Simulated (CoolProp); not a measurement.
C2F6 (R116) at 413.91 K and 4.53 MPa is throttled through a valve to 2.83 MPa with no heat exchange. Each further row changes one setting.

The numbers come from the reference Helmholtz-energy equation of state, Lemmon 2006 in CoolProp. It is a short technical equation, of lower accuracy than the large ones.

```
case                       temperature change (K)    final phase  final density (kg/m³)
-------------------------  ----------------------  -------------  ---------------------
as stated                                    -6.2            gas                    126
outlet pressure 0.849 MPa                   -13.7            gas                   36.3
outlet pressure 3.68 MPa                     -3.0  supercritical                    167
```
